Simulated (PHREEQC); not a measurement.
Consider water at 20 °C with 0.0049 mol/kgw CuCl2 and 0.26 mol/kgw H3BO3. Closed to the air; pH follows from the charge balance.

The numbers come from PHREEQC with the ion-association model, wateq4f.dat.

```json
[
 {"quantity": "pH", "before": "4.82", "after": "4.33"},
 {"quantity": "ionic strength (mol/kgw)", "before": "0.0146", "after": "0.0134"},
 {"quantity": "CuCl+ (mol/kgw)", "before": "6.26e-5", "after": "0.000619"},
 {"quantity": "H2BO3- (mol/kgw)", "before": "1.03e-5", "after": "8.50e-6"},
 {"quantity": "CuOH+ (mol/kgw)", "before": "2.29e-6", "after": "6.19e-7"},
 {"quantity": "Cu2(OH)2+2 (mol/kgw)", "before": "1.76e-6", "after": "2.19e-5"},
 {"quantity": "SI of Atacamite (Cu2(OH)3Cl)", "before": "-0.20", "after": "+0.49"},
 {"quantity": "SI of Tenorite (CuO)", "before": "-0.68", "after": "+0.18"}
]
```

Question: Name the change that produced these shifts.
A) H3BO3 from 0.26 to 0.234 mol/kgw
B) temperature from 20 to 80 °C
C) CuCl2 from 0.0049 to 0.00049 mol/kgw
D) H3BO3 from 0.26 to 0.52 mol/kgw
E) CuCl2 from 0.0049 to 0.00539 mol/kgw

Answer: B, temperature from 20 to 80 °C

This is a speciation only: nothing precipitates in the calculation. Some of these states are supersaturated (in Atacamite, Tenorite (slow to form), for instance). At this temperature some constants are extrapolated from 25 °C, and those without enthalpy data are left unchanged.
